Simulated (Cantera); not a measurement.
Thermodynamics of oxide etching and cleaning by halides, feed MgO + NF3 + N2

Feed: 1 mol MgO, 0.81 mol NF3, a varied amount of N2, held at 1575 K and 1.20 mbar.

Method: chemical equilibrium by Gibbs-energy minimisation in Cantera with the NASA 1993 tables (ideal gas, pure condensed phases). Candidate condensed phases: Mg, MgF2, MgO; 24 gas species. Rates play no part.

From 0.57 mol N2 to 3 mol N2 the condensed part is MgF2(l). From 5.2 mol N2 to 48 mol N2 nothing is condensed. The main Mg-bearing gas is MgF2 throughout.

```tsv
n(N2) (mol)	log p N2	log p O2	log p F	log p MgF2	log p NO	log p O	log p Mg2F4	n MgF2(l)
0.57	-3.29	-3.58	-3.65	-3.69	-5.81	-6.76	-7.13	0.614
0.99	-3.22	-3.67	-3.73	-3.69	-5.82	-6.81	-7.13	0.529
1.7	-3.16	-3.79	-3.85	-3.69	-5.84	-6.86	-7.13	0.385
3	-3.11	-3.94	-4.00	-3.69	-5.89	-6.94	-7.13	0.121
5.2	-3.05	-4.10	-4.16	-3.80	-5.95	-7.02	-7.33	0
9.1	-3.00	-4.28	-4.35	-3.98	-6.01	-7.11	-7.70	0
16	-2.97	-4.49	-4.55	-4.18	-6.10	-7.22	-8.11	0
28	-2.95	-4.71	-4.77	-4.40	-6.20	-7.33	-8.54	0
48	-2.94	-4.93	-4.99	-4.62	-6.31	-7.44	-8.98	0
```
log p: log10 of the partial pressure in bar; n: condensed amount in mol.
